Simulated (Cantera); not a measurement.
Catalytic combustion on Pt

An isothermal plug-flow reactor at 1300 K and 260000 Pa (inlet), inlet velocity 2.7 m/s, active area per volume 3000 1/m; feed 0.578 % CH4, 15.8 % O2, 83.0 % N2, 0.620 % H2O, equivalence ratio 0.073.

Cantera simulation using Deutschmann's 1995 Pt surface mechanism with GRI-Mech 3.0 gas chemistry; the numbers are that mechanism's predictions, not measurements. Catalytic surfaces can have several steady states; this one follows from the mechanism file's or the stated starting coverage. Mass transfer to the wall is taken as infinitely fast.

| z (m) | x CH4 | x O2 | x H2O | x CO2 | x CO | θ free Pt | θ O* | θ OH* |
|---|---|---|---|---|---|---|---|---|
| 4e-05 | 0.00566 | 0.157 | 0.00643 | 0.000107 | 8.23e-6 | 0.423 | 0.576 | 0.00128 |
| 6.7e-05 | 0.00558 | 0.157 | 0.00659 | 0.000184 | 8.63e-6 | 0.423 | 0.576 | 0.00130 |
| 0.00011 | 0.00545 | 0.157 | 0.00683 | 0.000304 | 8.54e-6 | 0.423 | 0.576 | 0.00132 |
| 0.00019 | 0.00522 | 0.157 | 0.00727 | 0.000520 | 8.23e-6 | 0.423 | 0.576 | 0.00136 |
| 0.00031 | 0.00490 | 0.156 | 0.00790 | 0.000829 | 7.77e-6 | 0.423 | 0.575 | 0.00142 |
| 0.00052 | 0.00437 | 0.155 | 0.00891 | 0.00133 | 7.05e-6 | 0.424 | 0.575 | 0.00150 |
| 0.00086 | 0.00362 | 0.154 | 0.0103 | 0.00202 | 6.03e-6 | 0.424 | 0.574 | 0.00161 |
| 0.0014 | 0.00268 | 0.152 | 0.0121 | 0.00290 | 4.79e-6 | 0.424 | 0.574 | 0.00175 |
| 0.0024 | 0.00152 | 0.149 | 0.0144 | 0.00400 | 3.29e-6 | 0.425 | 0.573 | 0.00190 |
| 0.004 | 0.000604 | 0.148 | 0.0163 | 0.00492 | 1.86e-6 | 0.426 | 0.572 | 0.00201 |
x: gas mole fraction; θ: surface coverage.
